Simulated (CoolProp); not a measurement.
The fluid at 293.15 K and 0.00486 MPa is throttled through a valve to 0.00227 MPa with no heat exchange. The same conditions are run with several fluids, on thermodynamics alone (safety and materials aside).

The numbers come from the reference Helmholtz-energy equation of state of each fluid (isohexane: Lemmon 2006; R407C: Lemmon 2003; fluorine: de Reuck 1990; n-pentane: Thol 2019; nitrogen: Span 2000) in CoolProp. Blends and air are pseudo-pure fits.

```json
[
 {"fluid": "isohexane", "temperature change (K)": "-0.1", "final density (kg/m³)": "…"},
 {"fluid": "R407C", "temperature change (K)": "-0.1", "final density (kg/m³)": "0.0803"},
 {"fluid": "fluorine", "temperature change (K)": "-0.0", "final density (kg/m³)": "…"},
 {"fluid": "n-pentane", "temperature change (K)": "-0.1", "final density (kg/m³)": "…"},
 {"fluid": "nitrogen", "temperature change (K)": "-0.0", "final density (kg/m³)": "…"}
]
```

Problem. Fill in the missing entries.

Solution. 
- isohexane, final density (kg/m³): 0.0804
- fluorine, final density (kg/m³): 0.0354
- n-pentane, final density (kg/m³): 0.0673
- nitrogen, final density (kg/m³): 0.0261
